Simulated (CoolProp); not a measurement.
Methanol along the isotherm 28.15 °C: fugacity coefficient from the reference equation and from simpler models built on Tc = 240.2 °C, pc = 82.16 bar, ω = 0.565; each cubic takes its own stable root.

The numbers come from the reference Helmholtz-energy equation of state, de Reuck 1993 in CoolProp.

```json
[
 {"p (bar)": "2.6", "phase": "liquid", "reference": "0.07579", "Soave-Redlich-Kwong": "0.06520", "Peng-Robinson": "0.07024"},
 {"p (bar)": "4.38", "phase": "liquid", "reference": "0.04512", "Soave-Redlich-Kwong": "0.03885", "Peng-Robinson": "0.04183"},
 {"p (bar)": "7.4", "phase": "liquid", "reference": "0.02684", "Soave-Redlich-Kwong": "0.02314", "Peng-Robinson": "0.02490"},
 {"p (bar)": "12.5", "phase": "liquid", "reference": "0.01602", "Soave-Redlich-Kwong": "0.01385", "Peng-Robinson": "0.01488"},
 {"p (bar)": "21.1", "phase": "liquid", "reference": "0.009625", "Soave-Redlich-Kwong": "0.008355", "Peng-Robinson": "0.008961"},
 {"p (bar)": "35.6", "phase": "liquid", "reference": "0.005841", "Soave-Redlich-Kwong": "0.005106", "Peng-Robinson": "0.005458"},
 {"p (bar)": "60", "phase": "liquid", "reference": "0.003606", "Soave-Redlich-Kwong": "0.003190", "Peng-Robinson": "0.003390"},
 {"p (bar)": "101", "phase": "liquid", "reference": "0.002289", "Soave-Redlich-Kwong": "0.002066", "Peng-Robinson": "0.002175"},
 {"p (bar)": "171", "phase": "liquid", "reference": "0.001513", "Soave-Redlich-Kwong": "0.001414", "Peng-Robinson": "0.001464"},
 {"p (bar)": "288", "phase": "liquid", "reference": "0.001082", "Soave-Redlich-Kwong": "0.001072", "Peng-Robinson": "0.001081"},
 {"p (bar)": "487", "phase": "liquid", "reference": "0.0008742", "Soave-Redlich-Kwong": "0.0009579", "Peng-Robinson": "0.0009237"},
 {"p (bar)": "822", "phase": "liquid", "reference": "0.0008663", "Soave-Redlich-Kwong": "0.001129", "Peng-Robinson": "0.001011"}
]
```
